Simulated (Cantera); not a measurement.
An isothermal, constant-pressure homogeneous reactor starts with C2H6 : N2 = 1 : 29 (molar parts), at 1500 K and 0.0503 atm. Integrator tolerance rtol = 1e-08.

Model: GRI-Mech 3.0 (53 species, 325 reactions), integrated in Cantera. GRI-Mech 3.0 stops at C3 and has no aromatics, soot or wall deposition, so with more carbon than oxygen in the feed, carbon stays in small species such as C2H2 where larger ones or solid carbon would form.

Problem. What does this change do: 1.6 parts H2O added?

Solution. 
| quantity | before | after |
|---|---|---|
| x(C2H6) at 1.00 s | 1.56e-6 (gas-phase equilibrium 2.23e-10) | 2.06e-6 (gas-phase equilibrium 5.20e-11) |
| x(C2H) at 1.00 s | 1.23e-8 (gas-phase equilibrium 5.36e-9) | 1.50e-8 (gas-phase equilibrium 2.20e-10) |
| x(H2) at 1.00 s | 0.0505 (gas-phase equilibrium 0.0624) | 0.0495 (gas-phase equilibrium 0.125) |
| x(C2H2) at 1.00 s | 0.0273 (gas-phase equilibrium 0.00907) | 0.0258 (gas-phase equilibrium 0.000526) |
| x(CH3) at 1.00 s | 3.98e-5 (gas-phase equilibrium 4.07e-7) | 4.68e-5 (gas-phase equilibrium 1.96e-7) |
| x(HCN) at 1.00 s | 1.09e-6 (gas-phase equilibrium 0.0443) | 7.84e-7 (gas-phase equilibrium 0.0103) |
| x(C2H4) at 1.00 s | 4.81e-5 (gas-phase equilibrium 8.13e-6) | 5.01e-5 (gas-phase equilibrium 9.45e-7) |

Problem. What does this change do: C2H6 1 to 1.9 parts?

Solution. 
```tsv
quantity	before	after
x(C2H6) at 1.00 s	1.56e-6 (gas-phase equilibrium 2.23e-10)	3.29e-6 (gas-phase equilibrium 1.65e-9)
x(C2H) at 1.00 s	1.23e-8 (gas-phase equilibrium 5.36e-9)	1.53e-8 (gas-phase equilibrium 9.77e-9)
x(H2) at 1.00 s	0.0505 (gas-phase equilibrium 0.0624)	0.0857 (gas-phase equilibrium 0.109)
x(C2H2) at 1.00 s	0.0273 (gas-phase equilibrium 0.00907)	0.0471 (gas-phase equilibrium 0.0219)
x(CH3) at 1.00 s	3.98e-5 (gas-phase equilibrium 4.07e-7)	5.88e-5 (gas-phase equilibrium 1.11e-6)
x(HCN) at 1.00 s	1.09e-6 (gas-phase equilibrium 0.0443)	5.81e-7 (gas-phase equilibrium 0.0655)
x(C2H4) at 1.00 s	4.81e-5 (gas-phase equilibrium 8.13e-6)	0.000116 (gas-phase equilibrium 3.43e-5)
```

Problem. What does this change do: temperature 1500 to 1750 K?

Solution. 
| quantity | before | after |
|---|---|---|
| x(C2H6) at 1.00 s | 1.56e-6 (gas-phase equilibrium 2.23e-10) | 8.93e-9 (gas-phase equilibrium 4.15e-12) |
| x(C2H) at 1.00 s | 1.23e-8 (gas-phase equilibrium 5.36e-9) | 8.58e-7 (gas-phase equilibrium 2.13e-7) |
| x(H2) at 1.00 s | 0.0505 (gas-phase equilibrium 0.0624) | 0.0619 (gas-phase equilibrium 0.0624) |
| x(C2H2) at 1.00 s | 0.0273 (gas-phase equilibrium 0.00907) | 0.0311 (gas-phase equilibrium 0.00730) |
| x(CH3) at 1.00 s | 3.98e-5 (gas-phase equilibrium 4.07e-7) | 2.64e-5 (gas-phase equilibrium 4.82e-7) |
| x(HCN) at 1.00 s | 1.09e-6 (gas-phase equilibrium 0.0443) | 3.70e-5 (gas-phase equilibrium 0.0479) |
| x(C2H4) at 1.00 s | 4.81e-5 (gas-phase equilibrium 8.13e-6) | 3.66e-6 (gas-phase equilibrium 7.70e-7) |
